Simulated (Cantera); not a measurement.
Cantera run:

```python
import numpy as np
import cantera as ct

gas_names = """
    H HNO HNO2 HNO3 HO2 H2 H2O H2O2 H2S H2SO4 N NH NH2 NH3 NH2OH NO NO2 NO3 N2 N2H2 N2H4 N2O O OH O2 O3
    S SH SN SO SO2 SO3 S2 S2O S8
""".split()
cond_names = """
    H2O(s) H2O(L) H2SO4(L) S(cr1) S(cr2) S(L)
""".split()


def load(file, names, dense=False):
    # The tables refer to 1 bar. Condensed volumes are neglected.
    table = {s.name: s for s in ct.Species.list_from_file(file)}
    out = []
    for n in names:
        d = dict(table[n].input_data)
        d["thermo"] = dict(d["thermo"], **{"reference-pressure": 1e5})
        if dense:
            d["equation-of-state"] = {"model": "constant-volume", "density": "1e6 g/cm^3"}
        out.append(ct.Species.from_dict(d))
    return out


gas = ct.Solution(thermo="ideal-gas", species=load("nasa_gas.yaml", gas_names))
cond = {s.name: ct.Solution(thermo="fixed-stoichiometry", species=[s], name=s.name)
        for s in load("nasa_condensed.yaml", cond_names, dense=True)}
atoms = {
    'NH3': {'N': 1, 'H': 3},
    'SO2': {'S': 1, 'O': 2},
    'H2': {'H': 2},
}
top_T = {}  # K; cautious upper limits of use, not melting points


def equilibrate(T, P, feed):
    n = {}
    for name, mol in feed.items():
        for a, k in atoms[name].items():
            n[a] = n.get(a, 0.0) + k * mol
    gas.TPX = T, P, n
    mass = sum(n.values()) * gas.mean_molecular_weight
    gas.equilibrate("TP")
    valid = [c for c in cond.values() if c.min_temp <= T <= top_T.get(c.name, c.max_temp)]
    mix = ct.Mixture([(gas, mass / gas.mean_molecular_weight)] + [(c, 0.0) for c in valid])
    mix.T, mix.P = T, P
    mix.equilibrate("TP", solver="vcs", rtol=1e-11, max_steps=5000)
    return mix


results = []
feed = {'NH3': 1, 'SO2': 0.029, 'H2': 0.45}  # mol
P = 810  # Pa
for T in [1475, 1525, 1575, 1625, 1675, 1725, 1775, 1825, 1875, 1925, 1975, 2025]:
    mix = equilibrate(T, P, feed)
    results.append((T, P, feed, dict(zip(mix.species_names, mix.species_moles))))
    x = sorted(zip(gas.X, gas.species_names), reverse=True)
    print(f"T = {T:g} K  P = {P:g} Pa  gas = {mix.phase_moles(0):.4g} mol")
    print("   x: " + "  ".join(f"{s} {v:.3e}" for v, s in x if v > 0.0001))
    print("   condensed (mol): " + ("  ".join(f"{mix.phase(i).name} {mix.phase_moles(i):.4g}"
          for i in range(1, mix.n_phases) if mix.phase_moles(i) > 1e-12) or "none"))
```

It prints:

```
T = 1475 K  P = 810 Pa  gas = 2.453 mol
   x: H2 7.617e-01  N2 2.038e-01  H2O 2.364e-02  H2S 9.236e-03  S2 1.075e-03  SH 4.191e-04  H 1.258e-04
   condensed (mol): none
T = 1525 K  P = 810 Pa  gas = 2.455 mol
   x: H2 7.621e-01  N2 2.037e-01  H2O 2.362e-02  H2S 8.347e-03  S2 1.424e-03  SH 5.884e-04  H 2.295e-04
   condensed (mol): none
T = 1575 K  P = 810 Pa  gas = 2.456 mol
   x: H2 7.624e-01  N2 2.036e-01  H2O 2.360e-02  H2S 7.420e-03  S2 1.770e-03  SH 7.901e-04  H 4.032e-04
   condensed (mol): none
T = 1625 K  P = 810 Pa  gas = 2.457 mol
   x: H2 7.626e-01  N2 2.035e-01  H2O 2.358e-02  H2S 6.509e-03  S2 2.085e-03  SH 1.021e-03  H 6.846e-04
   condensed (mol): none
T = 1675 K  P = 810 Pa  gas = 2.459 mol
   x: H2 7.626e-01  N2 2.033e-01  H2O 2.354e-02  H2S 5.652e-03  S2 2.347e-03  SH 1.276e-03  H 1.127e-03  S 1.352e-04
   condensed (mol): none
T = 1725 K  P = 810 Pa  gas = 2.461 mol
   x: H2 7.623e-01  N2 2.032e-01  H2O 2.350e-02  H2S 4.870e-03  S2 2.543e-03  H 1.802e-03  SH 1.549e-03  S 2.212e-04
   condensed (mol): none
T = 1775 K  P = 810 Pa  gas = 2.463 mol
   x: H2 7.617e-01  N2 2.030e-01  H2O 2.345e-02  H2S 4.171e-03  H 2.807e-03  S2 2.668e-03  SH 1.834e-03  S 3.474e-04
   condensed (mol): none
T = 1825 K  P = 810 Pa  gas = 2.466 mol
   x: H2 7.606e-01  N2 2.027e-01  H2O 2.338e-02  H 4.267e-03  H2S 3.554e-03  S2 2.719e-03  SH 2.123e-03  S 5.252e-04  SO 1.087e-04
   condensed (mol): none
T = 1875 K  P = 810 Pa  gas = 2.47 mol
   x: H2 7.589e-01  N2 2.024e-01  H2O 2.329e-02  H 6.345e-03  H2S 3.012e-03  S2 2.697e-03  SH 2.405e-03  S 7.667e-04  SO 1.514e-04
   condensed (mol): none
T = 1925 K  P = 810 Pa  gas = 2.474 mol
   x: H2 7.564e-01  N2 2.021e-01  H2O 2.318e-02  H 9.238e-03  SH 2.669e-03  S2 2.606e-03  H2S 2.537e-03  S 1.083e-03  SO 2.045e-04
   condensed (mol): none
T = 1975 K  P = 810 Pa  gas = 2.48 mol
   x: H2 7.529e-01  N2 2.016e-01  H2O 2.304e-02  H 1.319e-02  SH 2.902e-03  S2 2.450e-03  H2S 2.122e-03  S 1.482e-03  SO 2.682e-04
   condensed (mol): none
T = 2025 K  P = 810 Pa  gas = 2.488 mol
   x: H2 7.482e-01  N2 2.009e-01  H2O 2.287e-02  H 1.850e-02  SH 3.090e-03  S2 2.238e-03  S 1.966e-03  H2S 1.759e-03  SO 3.417e-04
   condensed (mol): none
```

These are equilibrium values from Cantera (NASA tables, ideal gas, pure condensed phases), not measurements of a reactor.
